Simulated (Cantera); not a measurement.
Feed: 1 mol Al, 23 mol N2O, 61 mol H2, equilibrated at 2273 K and 75.0 Torr.

Cantera equilibrium calculation (NASA polynomials, part measured and part estimated; ideal gas, pure solids and liquids). Candidate condensed phases: Al, AlN, Al2O3, H2O; 35 gas species. Gases not in the tables: Al(OH)3. The numbers say what is thermodynamically allowed, not how fast it happens.

Base state: H2 0.458, N2 0.271, H2O 0.252, H 0.0180, OH 0.00153, NO 5.86e-5, O 4.14e-5, AlO2H 1.41e-5 (mole fractions); condensed: Al2O3(s).

Task: What changes in the equilibrium state with this change: temperature from 2273 K to 723 K?

Result: 
```tsv
species	before	after
H2	0.458	0.470
N2	0.271	0.274
H2O	0.252	0.256
H	0.0180	<1e-9
AlO2H	1.41e-5	<1e-9
OH	0.00153	<1e-9
NO	5.86e-5	<1e-9
O	4.14e-5	<1e-9
NH3	2.17e-7	0.000118
Al2O3(s), mol	0.499	0.500
```

Task: What changes in the equilibrium state with this change: H2 from 61 to 13 mol?

Result: 
| species | before | after |
|---|---|---|
| N2 | 0.271 | 0.561 |
| H2O | 0.252 | 0.305 |
| O2 | 9.54e-6 | 0.0971 |
| H2 | 0.458 | 0.00548 |
| OH | 0.00153 | 0.0170 |
| H | 0.0180 | 0.00197 |
| AlO2H | 1.41e-5 | 1.55e-5 |
| NO | 5.86e-5 | 0.00851 |
| O | 4.14e-5 | 0.00418 |
| Al2O3(s), mol | 0.499 | 0.500 |
